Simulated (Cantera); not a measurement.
Input (Python, Cantera):

```python
import numpy as np
import cantera as ct

gas = ct.Solution("h2o2.yaml")
gas.TPX = 300, 41000, {'H2': 1, 'O2': 0.25, 'N2': 0.94, 'H2O': 0.13}
flame = ct.FreeFlame(gas, width=0.075)
flame.set_refine_criteria(ratio=3, slope=0.08, curve=0.16)
flame.transport_model = "mixture-averaged"
flame.solve(loglevel=0, auto=True)
z, T = flame.grid, flame.T
thick = (T[-1] - T[0]) / np.gradient(T, z).max()
show = ['H2', 'O2', 'H2O', 'O', 'H', 'OH']
print(f"laminar burning velocity  {flame.velocity[0] * 100:.3f} cm/s")
print(f"burnt temperature         {T[-1]:.1f} K")
print(f"thermal thickness         {thick * 1e3:.4f} mm")
print(f"grid points               {len(z)}")
z0 = z[flame.heat_release_rate.argmax()]
print(f"{'z/mm':>9s}{'T/K':>9s}{'u/(m/s)':>9s}" + "".join(f"{s:>11s}" for s in show))
rows = []
for k in (-3, -2, -1.5, -1, -0.5, -0.25, 0, 0.25, 0.5, 1, 2, 4, 8):
    zz = z0 + k * thick
    rows.append([k * thick, np.interp(zz, z, T), np.interp(zz, z, flame.velocity),
                 *(np.interp(zz, z, flame.X[gas.species_index(s)]) for s in show)])
    print(f"{rows[-1][0] * 1e3:9.3f}{rows[-1][1]:9.1f}{rows[-1][2]:9.3f}" + "".join(f"{x:11.3e}" for x in rows[-1][3:]))
```

It prints:

```
laminar burning velocity  254.546 cm/s
burnt temperature         1930.9 K
thermal thickness         0.9609 mm
grid points               134
     z/mm      T/K  u/(m/s)         H2         O2        H2O          O          H         OH
   -2.883    300.0    2.545  4.310e-01  1.078e-01  5.603e-02  1.673e-14  1.533e-18  2.341e-17
   -1.922    300.0    2.545  4.310e-01  1.078e-01  5.603e-02  2.482e-12  4.332e-16  8.948e-15
   -1.441    300.0    2.545  4.310e-01  1.078e-01  5.604e-02  2.924e-11  1.685e-14  4.148e-13
   -0.961    300.1    2.546  4.310e-01  1.078e-01  5.604e-02  9.722e-10  6.013e-12  1.529e-10
   -0.480    305.9    2.587  4.290e-01  1.081e-01  5.631e-02  2.193e-07  1.042e-07  9.210e-07
   -0.240    438.2    3.632  4.120e-01  1.074e-01  6.419e-02  3.339e-05  5.920e-04  4.616e-04
    0.000    828.7    6.665  3.576e-01  9.149e-02  1.082e-01  5.009e-04  1.454e-02  6.786e-04
    0.240   1145.9    9.070  2.792e-01  5.483e-02  1.847e-01  2.319e-03  4.459e-02  1.474e-03
    0.480   1329.0   10.480  2.216e-01  1.853e-02  2.535e-01  2.282e-03  6.646e-02  2.306e-03
    0.961   1467.1   11.507  2.007e-01  1.488e-03  2.878e-01  8.889e-04  6.826e-02  2.581e-03
    1.922   1575.1   12.265  2.078e-01  4.066e-04  2.919e-01  6.237e-04  5.501e-02  2.798e-03
    3.843   1677.8   12.966  2.164e-01  2.520e-04  2.948e-01  4.093e-04  4.068e-02  2.694e-03
    7.687   1766.2   13.556  2.238e-01  1.322e-04  2.977e-01  2.218e-04  2.798e-02  2.265e-03
```

Model: the H2/O2 subset of GRI-Mech 3.0, which has no nitrogen chemistry, integrated in Cantera. Burning velocities carry a grid error of a few per cent, more on coarse grids.
